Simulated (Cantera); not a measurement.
Charge: 1 mol CH₃F, 0.016 mol HCl, at 3073 K and 1.00 bar.

These are equilibrium values from Cantera (NASA tables, ideal gas, pure condensed phases), not measurements of a reactor. Candidate condensed phases: C, C₆H₆, C₇H₈, C₈H₁₈; 118 gas species. Equilibrium is a limit: real reactors are often held back by kinetics, nucleation or transport.

Base state: HF 0.463, H₂ 0.375, H 0.120, C₂H₂ (acetylene) 0.0287, HCl 0.00610, C₂H 0.00175, Cl 0.00133, F 0.00105 (mole fractions); condensed: C(graphite).

Q: What changes in the equilibrium state with this change: HCl from 0.016 to 2 mol?

A: 
| species | before | after |
|---|---|---|
| HCl | 0.00610 | 0.349 |
| HF | 0.463 | 0.225 |
| H₂ | 0.375 | 0.213 |
| Cl | 0.00133 | 0.101 |
| C₂H₂ (acetylene) | 0.0287 | 0.0163 |
| H | 0.120 | 0.0908 |
| Cl₂ | 1.51e-8 | 8.69e-5 |
| C₂HCl | 1.13e-5 | 0.000650 |
| C(graphite), mol | 0.854 | 0.816 |
